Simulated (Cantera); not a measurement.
# Ignition delay

Mixture: CO : H₂ : O₂ : N₂ : H₂O = 1 : 0.13 : 0.471 : 1.79 : 0.077 (molar parts), equivalence ratio 1.2, at 7.40 bar, adiabatic and at constant volume. Ignition delay is the time to a rise of 400 K.

Computed with Cantera and GRI-Mech 3.0 (53 species, 325 reactions). The hydrogen kinetics of GRI-Mech 3.0 are dated; newer H2 mechanisms differ, most at raised pressure. Where the delays flatten at high temperature, the 400 K rule measures the pace of heat release, not the induction time.

```
T0 (K)  delay (ms)
------  ----------
1000          3.21
1100         0.316
1200        0.0406
1300        0.0126
1400       0.00681
1500       0.00465
1600       0.00358
1700       0.00297
```
